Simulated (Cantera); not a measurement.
Feed: 1 mol S, 7.5 mol H₂, equilibrated at 2500 °C and 16.0 mbar.

These are equilibrium values from Cantera (NASA tables, ideal gas, pure condensed phases), not measurements of a reactor. Candidate condensed phases: S; 7 gas species. Equilibrium is a limit: real reactors are often held back by kinetics, nucleation or transport.

Base state: H₂ 0.496, H 0.414, S 0.0710, SH 0.0126, S₂ 0.00529, H₂S 0.000592 (mole fractions); condensed: gas only.

Problem. What changes in the equilibrium state with this change: H₂ from 7.5 to 0.46 mol?

Solution. 
```csv
species,before,after
S,0.0710,0.376
H,0.414,0.251
H₂,0.496,0.182
S₂,0.00529,0.149
SH,0.0126,0.0403
H₂S,0.000592,0.00115
```

Problem. What changes in the equilibrium state with this change: pressure from 16.0 mbar to 0.100 bar?

Solution. 
```tsv
species	before	after
H₂	0.496	0.708
H	0.414	0.198
S	0.0710	0.0489
S₂	0.00529	0.0157
SH	0.0126	0.0258
H₂S	0.000592	0.00364
```
